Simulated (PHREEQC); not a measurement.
Polishing slurry liquid (model solution)

A solution holds 0.025 mol/kgw KOH, 0.00021 mol/kgw KNO3 and 0.00022 mol/kgw H3BO3, at 75 °C. Closed to the air; pH follows from the charge balance.

Equilibrium calculation in PHREEQC: ion-association model, phreeqc.dat.

This is a speciation only: nothing precipitates in the calculation.

Q: Estimate the pH.

A: pH 11.01.

Species that the database lacks are ignored. Constants without temperature data keep their 25 °C values here.
